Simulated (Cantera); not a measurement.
# Hydrocarbon pyrolysis for carbon deposition

An isothermal, constant-pressure homogeneous reactor starts with C3H8 : H2 = 1 : 1.2 (molar parts), at 1225 K and 20.0 Torr.

Model: GRI-Mech 3.0 (53 species, 325 reactions), integrated in Cantera. GRI-Mech 3.0 was tuned for natural gas; its chemistry of propane as a main component is partial and can be far from experiment. GRI-Mech 3.0 stops at C3 and has no aromatics, soot or wall deposition, so with more carbon than oxygen in the feed, carbon stays in small species such as C2H2 where larger ones or solid carbon would form. Radical loss at walls, strong at low pressure, is not modelled.

| t (s) | x C3H8 | x H2 | x CH4 | x CH2 | x C2H | x CH3 | x H |
|---|---|---|---|---|---|---|---|
| 0.000300 | 0.452 | 0.545 | 0.000653 | 2.17e-8 | <1e-12 | 0.000686 | 7.70e-6 |
| 0.000976 | 0.441 | 0.541 | 0.00671 | 1.19e-7 | <1e-12 | 0.00177 | 1.74e-5 |
| 0.00318 | 0.392 | 0.525 | 0.0351 | 1.39e-7 | <1e-12 | 0.00201 | 2.12e-5 |
| 0.0103 | 0.267 | 0.485 | 0.108 | 1.02e-7 | 1.11e-11 | 0.00166 | 2.30e-5 |
| 0.0337 | 0.0801 | 0.429 | 0.220 | 4.02e-8 | 1.11e-10 | 0.000907 | 2.77e-5 |
| 0.110 | 0.00396 | 0.419 | 0.263 | 3.53e-9 | 2.38e-10 | 0.000203 | 1.56e-5 |
| 0.357 | 0.000101 | 0.431 | 0.260 | 2.46e-10 | 1.10e-10 | 4.89e-5 | 4.30e-6 |
| 1.16 | 1.28e-6 | 0.443 | 0.254 | 5.57e-11 | 7.44e-11 | 2.26e-5 | 2.09e-6 |
| 3.78 | 5.35e-7 | 0.465 | 0.244 | 3.48e-11 | 9.14e-11 | 1.75e-5 | 1.76e-6 |
| 12.3 | 2.40e-7 | 0.502 | 0.228 | 2.42e-11 | 1.25e-10 | 1.41e-5 | 1.63e-6 |
| 40.0 | 6.08e-8 | 0.531 | 0.215 | 1.25e-11 | 1.19e-10 | 9.86e-6 | 1.27e-6 |
x: mole fraction; the columns are a selection and need not sum to one.

Equilibrium at this temperature and pressure: C3H8 4.11e-8, H2 0.565, CH4 0.175, CH2 1.17e-11, C2H 1.36e-10, CH3 8.61e-6, H 1.44e-6 (gas phase only).
